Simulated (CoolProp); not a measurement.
Vapour-liquid equilibrium of o-xylene (1) + n-undecane (2) at 506.4 K; x and y are mole fractions of (1).

Model: multi-fluid Helmholtz-energy mixture model, Zhou 2012 and Aleksandrov 2011; pair parameters Bell 2016, in CoolProp.

Give the bubble pressure and the first vapour's composition at x = 0.35, 0.65, 0.8. Is there an azeotrope?

x = 0.35: 371.5 kPa, y = 0.564; x = 0.65: 503.5 kPa, y = 0.818; x = 0.8: 572.9 kPa, y = 0.907. No azeotrope shows between x = 0.05 and 0.95.

The pair parameters rest on a limited set of measurements; away from them the model extrapolates.
